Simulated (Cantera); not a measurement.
Feed: 1 mol SiH2Cl2, 0.51 mol N2, held at 1098 K and 0.000910 bar.

Cantera equilibrium calculation (NASA polynomials, part measured and part estimated; ideal gas, pure solids and liquids). Candidate condensed phases: NH4Cl, Si, Si3N4; 28 gas species. N2 is the only nitrogen source here; it is nearly inert below about 1500 K, so the nitride shown seldom forms there in practice. The tables' values for SiCl3 are old estimates; treat these amounts as uncertain. Rates play no part.

Base state: HCl 0.493, H2 0.323, SiCl4 0.156, N2 0.0203, SiCl3 0.00475, SiCl2 0.00203, SiHCl3 0.00149 (mole fractions); condensed: Si3N4(s).

Q: What changes in the equilibrium state with this change: N2 from 0.51 to 6.5 mol?

A: 
```tsv
species	before	after
N2	0.0203	0.762
HCl	0.493	0.181
H2	0.323	0.0379
SiCl4	0.156	0.0184
SiHCl3	0.00149	5.60e-5
SiCl2	0.00203	0.000208
SiCl3	0.00475	0.000522
Si3N4(s), mol	0.237	0.284
```

Q: What changes in the equilibrium state with this change: temperature from 1098 K to 1425 K?

A: 
| species | before | after |
|---|---|---|
| HCl | 0.493 | 0.330 |
| H2 | 0.323 | 0.287 |
| SiCl2 | 0.00203 | 0.247 |
| SiCl4 | 0.156 | 0.00577 |
| N2 | 0.0203 | 0.110 |
| SiCl3 | 0.00475 | 0.0190 |
| SiCl | <1e-9 | 1.01e-5 |
| H | 4.66e-7 | 0.000121 |
| Si3N4(s), mol | 0.237 | 0.133 |
The tables' values for SiCl3, SiCl are old estimates; treat these amounts as uncertain.

Q: What changes in the equilibrium state with this change: temperature from 1098 K to 973 K?

A: 
```csv
species,before,after
HCl,0.493,0.469
H2,0.323,0.338
SiCl4,0.156,0.168
N2,0.0203,0.0233
SiCl2,0.00203,3.82e-5
SiCl3,0.00475,0.000474
SiHCl3,0.00149,0.000683
"Si3N4(s), mol",0.237,0.235
```
